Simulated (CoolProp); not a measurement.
Saturation properties of ethylene (Tc = 9.2 °C, pc = 50.42 bar, ω = 0.087).

Values from CoolProp's reference Helmholtz-energy equation of state, Smukala 2000.

```csv
T (°C),p (bar),liquid density (kg/m³),enthalpy of vaporisation (kJ/kg),liquid cp (kJ/(kg K)),vapour Z
-59.75,7.609,498.6,405.7,2.631,0.8641
-54.45,9.155,489.1,394.0,2.685,0.8454
-49.25,10.88,479.3,381.8,…,0.8257
-44.05,…,469.2,368.7,2.825,0.8043
-38.85,15.03,458.5,354.6,2.917,0.7813
-33.55,17.53,…,339.1,3.033,0.7558
-28.35,20.26,435.0,322.5,3.177,…
-23.15,23.30,422.0,304.3,3.363,…
-17.95,…,…,284.1,3.615,0.6666
-12.65,30.41,391.9,260.7,3.988,0.6297
-7.45,…,373.9,234.1,4.571,0.5884
-2.25,38.93,352.3,201.9,5.661,0.5398
```

Q: Complete the blanks.

A: 
- -49.25, liquid cp (kJ/(kg K)): 2.749
- -44.05, p (bar): 12.83
- -33.55, liquid density (kg/m³): 447.0
- -28.35, vapour Z: 0.7287
- -23.15, vapour Z: 0.6991
- -17.95, p (bar): 26.64
- -17.95, liquid density (kg/m³): 407.9
- -7.45, p (bar): 34.47

It boils at -103.8 °C under 1 atm.
